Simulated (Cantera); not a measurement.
Input (Python, Cantera):

```python
import numpy as np
import cantera as ct

gas = ct.Solution("h2o2.yaml")
gas.TPX = 1050, 2666, {'H2': 0.045, 'O2': 1}
reactor = ct.IdealGasConstPressureReactor(gas, energy="off", clone=False)
net = ct.ReactorNet([reactor])
net.rtol, net.atol = 1e-08, 1e-18
show = ['H2', 'O2', 'H2O2', 'H', 'HO2', 'O', 'OH']
times = np.geomspace(2e-06, 30, 13)

steps = ct.SolutionArray(gas, extra=["t"])
rows = []
print(f"{'t/s':>10s}{'T/K':>9s}{'P/Pa':>11s}" + "".join(f"{s:>11s}" for s in show))
for t in times:
    while net.time < t:
        t_next = net.step()
        steps.append(gas.state, t=t_next)
    rows.append([np.interp(t, steps.t, y) for y in (steps.T, steps.P, *steps(*show).X.T)])
    print(f"{t:10.3e}{rows[-1][0]:9.1f}{rows[-1][1]:11.4g}" + "".join(f"{x:11.3e}" for x in rows[-1][2:]))
rate = np.gradient(steps.T, steps.t)
print("integrator steps:", len(steps.t))
if steps.T.max() > steps.T[0] + 200:
    print(f"time of steepest temperature rise: {steps.t[rate.argmax()]:.4e} s")
gas.TPX = 1050, 2666, {'H2': 0.045, 'O2': 1}
gas.equilibrate("TP")
print(f"equilibrium (TP): T = {gas.T:.1f} K  " + "  ".join(f"{s} {gas[s].X[0]:.3e}" for s in show))
```

Output:

```
       t/s      T/K       P/Pa         H2         O2       H2O2          H        HO2          O         OH
 2.000e-06   1050.0       2666  4.306e-02  9.569e-01  9.321e-18  5.759e-12  5.881e-12  1.198e-13  1.188e-13
 7.926e-06   1050.0       2666  4.306e-02  9.569e-01  1.467e-16  2.156e-11  2.333e-11  1.800e-12  1.740e-12
 3.141e-05   1050.0       2666  4.306e-02  9.569e-01  2.305e-15  7.249e-11  9.275e-11  2.427e-11  2.136e-11
 1.245e-04   1050.0       2666  4.306e-02  9.569e-01  3.642e-14  2.589e-10  3.714e-10  2.890e-10  1.946e-10
 4.932e-04   1050.0       2666  4.306e-02  9.569e-01  6.017e-13  4.209e-09  1.644e-09  8.022e-09  4.286e-09
 1.955e-03   1050.0       2666  4.267e-02  9.567e-01  2.101e-09  9.671e-05  3.606e-06  1.878e-04  9.859e-05
 7.746e-03   1050.0       2666  4.670e-04  9.438e-01  1.843e-07  2.375e-03  8.989e-06  1.067e-02  1.266e-03
 3.070e-02   1050.0       2666  5.238e-05  9.545e-01  1.470e-07  9.221e-05  3.818e-06  1.327e-03  4.011e-04
 1.216e-01   1050.0       2666  3.584e-06  9.558e-01  7.514e-08  1.878e-06  7.867e-07  9.932e-05  1.093e-04
 4.821e-01   1050.0       2666  2.857e-07  9.560e-01  2.354e-08  5.268e-08  1.148e-07  9.111e-06  3.346e-05
 1.910e+00   1050.0       2666  3.470e-08  9.560e-01  6.073e-09  2.677e-09  1.870e-08  1.249e-06  1.240e-05
 7.570e+00   1050.0       2666  5.933e-09  9.560e-01  1.516e-09  2.093e-10  3.850e-09  2.287e-07  5.299e-06
 3.000e+01   1050.0       2666  1.234e-09  9.560e-01  3.807e-10  2.086e-11  1.271e-09  4.920e-08  2.455e-06
integrator steps: 1860
equilibrium (TP): T = 1050.0 K  H2 1.004e-10  O2 9.560e-01  H2O2 3.642e-11  H 5.009e-13  HO2 1.666e-09  O 4.031e-09  OH 7.016e-07
```

Model: the H2/O2 subset of GRI-Mech 3.0, which has no nitrogen chemistry, integrated in Cantera. Radical loss at walls, strong at low pressure, is not modelled. The temperature is held fixed by assumption; the heat of reaction is taken as removed at once.
